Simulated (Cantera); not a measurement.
A closed system holds: 1 mol FeCl2, 0.47 mol H2, equilibrated at 1748.15 K and 0.700 bar.

Cantera equilibrium calculation (NASA polynomials, part measured and part estimated; ideal gas, pure solids and liquids). Candidate condensed phases: Fe, FeCl2, FeCl3; 11 gas species. Equilibrium is a limit: real reactors are often held back by kinetics, nucleation or transport.

Base state: FeCl2 0.532, HCl 0.292, H2 0.174, Fe2Cl4 0.00161, FeCl3 0.000216, Cl 0.000148, H 0.000114, Fe 1.93e-5 (mole fractions); condensed: Fe(δ).

Problem. What changes in the equilibrium state with this change: temperature from 1748.15 K to 1025 K?

Solution. 
```csv
species,before,after
H2,0.174,0.587
HCl,0.292,0.360
FeCl2,0.532,0.0436
Cl,0.000148,2.25e-9
H,0.000114,3.99e-9
"Fe(δ), mol",0.215,0
"Fe(α), mol",0,0.110
"FeCl2(l), mol",0,0.851
```
Mutual solubility and eutectic melting of coexisting phases are not modelled.

Problem. What changes in the equilibrium state with this change: H2 from 0.47 to 13 mol?

Solution. 
```
species       before    after
----------  --------  -------
H2             0.174    0.872
HCl            0.292    0.112
FeCl2          0.532   0.0155
Fe2Cl4       0.00161  1.37e-6
FeCl3       0.000216  1.07e-6
Fe(δ), mol     0.215    0.783
```

Problem. What changes in the equilibrium state with this change: H2 from 0.47 to 28 mol?

Solution. 
```tsv
species	before	after
H2	0.174	0.935
HCl	0.292	0.0605
FeCl2	0.532	0.00423
Fe2Cl4	0.00161	1.02e-7
FeCl3	0.000216	1.53e-7
Cl	0.000148	1.32e-5
H	0.000114	0.000264
Fe(δ), mol	0.215	0.877
```
